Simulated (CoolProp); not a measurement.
Vapour-liquid equilibrium of CHF3 (R23) (1) + R227EA (2) at -103.25 °C; x and y are mole fractions of (1).

The numbers come from the multi-fluid Helmholtz-energy mixture model, Penoncello 2003 and Lemmon 2016; pair parameters Bell 2016 in CoolProp.

```csv
x,bubble pressure (bar),y at the bubble point,dew pressure at overall composition x (bar),liquid density (mol/L)
0.05,0.01846,0.897,0.002093,10.97
0.2,0.07111,0.977,0.002483,11.99
0.35,0.1182,0.989,0.003051,13.17
0.5,0.1543,0.993,0.003956,14.55
0.65,0.1820,0.995,0.005624,16.21
0.8,0.2071,0.997,0.009723,18.24
0.95,0.2362,0.999,0.03593,20.77
```

No azeotrope shows between x = 0.05 and 0.95.

The pair parameters rest on a limited set of measurements; away from them the model extrapolates.
